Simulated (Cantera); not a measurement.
Mixture: CH4 : C2H6 : O2 : N2 = 1 : 0.15 : 4.35 : 10.9 (molar parts), equivalence ratio 0.58, at 1.01 bar, adiabatic and at constant pressure. Ignition delay is the time to a rise of 400 K.

Cantera simulation using GRI-Mech 3.0 (53 species, 325 reactions); the numbers are that mechanism's predictions, not measurements.

Predict: delay at 1300 K; delay at 1400 K; delay at 1500 K; delay at 1600 K; delay at 1700 K; apparent activation energy between 1650 and 1750 K.

delay at 1300 K: 0.840 ms
delay at 1400 K: 0.322 ms
delay at 1500 K: 0.143 ms
delay at 1600 K: 70.9 µs
delay at 1700 K: 39.0 µs
apparent activation energy between 1650 and 1750 K: 130 kJ/mol
